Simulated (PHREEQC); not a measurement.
Consider water at 5 °C and 500 atm with 0.067 mol H3PO4 and 0.098 mol H2SO4 per kg of water. Closed to the air; pH follows from the charge balance.

All values are PHREEQC results (ion-association model, phreeqc.dat), not measurements.

```yaml
pH: 0.94
ionic_strength: 0.179 mol/kgw
specific_conductance: 28300 µS/cm
density: 1.034 g/cm³
total_alkalinity: -263 meq/kg
```

```csv
species,molality,activity,log γ
H+,0.142,0.115,-0.091
HSO4-,0.0613,0.0467,-0.118
H3PO4,0.0593,0.0618,0.018
SO4-2,0.0367,0.0118,-0.492
H2PO4-,0.00774,0.00591,-0.117
HPO4-2,1.45e-8,4.74e-9,-0.485
```

No solid was allowed to form. Under pressure, the constants of complexes without a molar volume in the database are unreliable. At this temperature some constants are extrapolated from 25 °C, and those without enthalpy data are left unchanged.
